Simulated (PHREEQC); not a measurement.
A solution holds 0.00054 mol CO2 and 0.23 mol K2HPO4 per kg of water, at 25 °C. Closed to the air; pH follows from the charge balance.

The numbers come from PHREEQC with the ion-association model, phreeqc.dat.

Each row changes one thing in this solution. This is a speciation only: nothing precipitates in the calculation.

| case | pH | ionic strength (mol/kgw) | K+ (mol/kgw) | HPO4-2 (mol/kgw) | KHPO4- (mol/kgw) | H2PO4- (mol/kgw) |
|---|---|---|---|---|---|---|
| as made | 8.84 | 0.629 | 0.430 | 0.198 | 0.0303 | 0.00134 |
| K2HPO4 from 0.23 to 0.115 mol/kgw | 8.84 | 0.324 | 0.220 | 0.103 | 0.0105 | 0.000845 |
| 0.25 mol/kgw H3PO4 added | 3.33 | 0.461 | 0.460 | 0.000194 | 3.60e-5 | 0.460 |
| 0.0055 mol/kgw H3PO4 added | 7.90 | 0.624 | 0.430 | 0.194 | 0.0299 | 0.0116 |
| K2HPO4 from 0.23 to 0.207 mol/kgw | 8.85 | 0.569 | 0.388 | 0.179 | 0.0258 | 0.00124 |
